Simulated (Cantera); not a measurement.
A perfectly stirred reactor is fed with H2 : O2 = 0.16 : 1 (molar parts), equivalence ratio 0.080, at 0.0263 atm; it is held at 1225 K, and followed from long to short residence time.

Detailed kinetics in Cantera: GRI-Mech 3.0 (53 species, 325 reactions). Radical loss at walls, strong at low pressure, is not modelled. The temperature is held fixed by assumption; the heat of reaction is taken as removed at once.

x: mole fraction; the columns are a selection and need not sum to one.

```
τ (s)         x H2   x O2       x O  x H2O   x H2O2    x HO2
------  ----------  -----  --------  -----  -------  -------
30      (withheld)  0.852  0.000141  0.148  7.99e-8  7.46e-7
13      (withheld)  0.851  0.000247  0.148  1.09e-7  1.18e-6
5.3     (withheld)  0.851  0.000452  0.148  1.49e-7  1.88e-6
2.2     (withheld)  0.851  0.000812  0.147  1.97e-7  2.87e-6
0.95    (withheld)  0.850   0.00142  0.147  2.52e-7  4.12e-6
0.40    (withheld)  0.849   0.00250  0.146  3.15e-7  5.72e-6
0.17    (withheld)  0.846   0.00435  0.145  3.83e-7  7.53e-6
0.071   (withheld)  0.843   0.00752  0.143  4.50e-7  9.47e-6
0.030   (withheld)  0.837    0.0126  0.140  5.07e-7  1.12e-5
0.013   (withheld)  0.828    0.0200  0.135  5.47e-7  1.26e-5
0.0053  (withheld)  0.815    0.0301  0.127  5.71e-7  1.34e-5
```

Problem. Complete the blanks.

Solution. 
- 30, x H2: 2.91e-5
- 13, x H2: 5.02e-5
- 5.3, x H2: 8.97e-5
- 2.2, x H2: 0.000158
- 0.95, x H2: 0.000268
- 0.40, x H2: 0.000461
- 0.17, x H2: 0.000780
- 0.071, x H2: 0.00132
- 0.030, x H2: 0.00220
- 0.013, x H2: 0.00355
- 0.0053, x H2: 0.00582
